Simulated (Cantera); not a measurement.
Charge: 1 mol TiO₂, 17 mol CO, equilibrated at 645 Torr.

These are equilibrium values from Cantera (NASA tables, ideal gas, pure condensed phases), not measurements of a reactor. Candidate condensed phases: C, Ti, TiC, TiO, TiO₂, Ti₂O₃, Ti₃O₅, Ti₄O₇; 15 gas species. The numbers say what is thermodynamically allowed, not how fast it happens. All values below are at 1323 K.

Base state: CO 0.997, CO₂ 0.00338 (mole fractions); condensed: C(graphite) + TiO₂(rutile).

**Question.** What changes in the equilibrium state with this change: TiO₂ replaced by SiO₂?

**Answer.** 
```csv
species,before,after
CO,0.997,0.997
CO₂,0.00338,0.00338
"C(graphite), mol",0.0572,0.0572
"TiO₂(rutile), mol",1.00,0
"SiO₂(β-quartz), mol",0,1.00
```
The tables hold silica as quartz up to 1696 K and as liquid above; real silica turns to tridymite and cristobalite and melts near 1996 K. Further candidate phases: Si, SiC, SiO₂.
